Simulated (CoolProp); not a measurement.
Vapour-liquid equilibrium of neopentane (1) + n-pentane (2) at 336.1 K; x and y are mole fractions of (1).

Model: multi-fluid Helmholtz-energy mixture model, Lemmon 2006 and Thol 2019; pair parameters Bell 2016, in CoolProp.

### Question
Give the bubble pressure and the first vapour's composition at x = 0.05, 0.5, 0.65. Is there an azeotrope?

### Answer
x = 0.05: 0.2465 MPa, y = 0.096; x = 0.5: 0.3640 MPa, y = 0.660; x = 0.65: 0.4032 MPa, y = 0.780. No azeotrope shows between x = 0.05 and 0.95.

Pair parameters are fitted to limited data, so mixtures are less certain than the pure fluids.
